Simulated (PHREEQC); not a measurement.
Synthetic water in mg/L, 80 °C, pH 7.31, pe 11.6:

| constituent | mg/L |
|---|---|
| Na | 5.57 |
| K | 12.1 |
| Ca | 3.67 |
| Mg | 6.98 |
| Cl | 5.77 |
| S(6) as SO4 | 46.3 |
| Alkalinity as HCO3 | 10.2 |
| O(0) (dissolved oxygen) | 0.141 |
| B | 0.017 |

Valence states are taken as typed.

Model: ion-association model, phreeqc.dat, run in PHREEQC.

Precipitation was switched off in this run.

Question: Order these Ca species by the share of Ca that they hold, largest first: CaHCO3+, CaCO3, Ca+2, CaSO4.

Answer: Ca+2 (93 %), CaSO4 (6.5 %), CaHCO3+ (0.22 %), CaCO3 (0.15 %)

Question: Order these Mg species by the share of Mg that they hold, largest first: MgHCO3+, MgSO4, MgOH+, Mg+2.

Answer: Mg+2 (82 %), MgSO4 (18 %), MgOH+ (0.34 %), MgHCO3+ (0.20 %)

The pH is 7.31 and the ionic strength 0.00193 mol/kgw. Away from 25 °C the constants follow the database's enthalpies or fits; those with neither stay at their 25 °C values.
